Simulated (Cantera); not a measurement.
A closed system holds: 1 mol Si, 0.0027 mol H₂O, 4.2 mol H₂, equilibrated at 3.20e-5 bar.

Method: chemical equilibrium by Gibbs-energy minimisation in Cantera with the NASA 1993 tables (ideal gas, pure condensed phases). Candidate condensed phases: H₂O, Si, SiO₂; 18 gas species. Mutual solubility and eutectic melting of coexisting phases are not modelled. Equilibrium is a limit: real reactors are often held back by kinetics, nucleation or transport.

x: gas mole fraction; n: condensed amount in mol.

| T (°C) | x H₂ | x H | x SiO | x Si | x SiH | x SiH₂ | x Si₂ | n Si(s) | n SiO₂(β-quartz) |
|---|---|---|---|---|---|---|---|---|---|
| 652 | 1.000 | [?] | 5.48e-7 | <1e-12 | <1e-12 | 8.89e-12 | <1e-12 | 0.999 | 0.00135 |
| 702 | 1.000 | [?] | 5.57e-6 | 1.39e-12 | <1e-12 | 4.45e-11 | <1e-12 | 0.999 | 0.00134 |
| 752 | 1.000 | [?] | 4.50e-5 | 2.06e-11 | 6.48e-12 | 1.90e-10 | <1e-12 | 0.999 | 0.00126 |
| 802 | 1.000 | [?] | 0.000299 | 2.37e-10 | 4.91e-11 | 7.12e-10 | <1e-12 | 0.998 | 0.000722 |
| 852 | 0.999 | [?] | 0.000642 | 2.19e-9 | 3.10e-10 | 2.37e-9 | <1e-12 | 0.997 | 0 |
| 902 | 0.999 | [?] | 0.000642 | 1.67e-8 | 1.67e-9 | 7.10e-9 | 1.08e-12 | 0.997 | 0 |
| 952 | 0.999 | [?] | 0.000642 | 1.08e-7 | 7.84e-9 | 1.95e-8 | 1.23e-11 | 0.997 | 0 |
| 1002 | 0.999 | [?] | 0.000642 | 6.02e-7 | 3.25e-8 | 4.93e-8 | 1.15e-10 | 0.997 | 0 |
| 1052 | 0.999 | [?] | 0.000642 | 2.95e-6 | 1.21e-7 | 1.16e-7 | 9.11e-10 | 0.997 | 0 |
| 1102 | 0.999 | [?] | 0.000642 | 1.28e-5 | 4.08e-7 | 2.58e-7 | 6.18e-9 | 0.997 | 0 |
| 1152 | 0.998 | [?] | 0.000642 | 5.03e-5 | 1.26e-6 | 5.41e-7 | 3.66e-8 | 0.997 | 0 |
| 1202 | 0.997 | [?] | 0.000641 | 0.000180 | 3.62e-6 | 1.08e-6 | 1.92e-7 | 0.997 | 0 |

Q: Fill in the missing entries.

A: 
- 652, x H: 4.60e-8
- 702, x H: 2.02e-7
- 752, x H: 7.70e-7
- 802, x H: 2.59e-6
- 852, x H: 7.85e-6
- 902, x H: 2.17e-5
- 952, x H: 5.51e-5
- 1002, x H: 0.000130
- 1052, x H: 0.000289
- 1102, x H: 0.000605
- 1152, x H: 0.00120
- 1202, x H: 0.00229
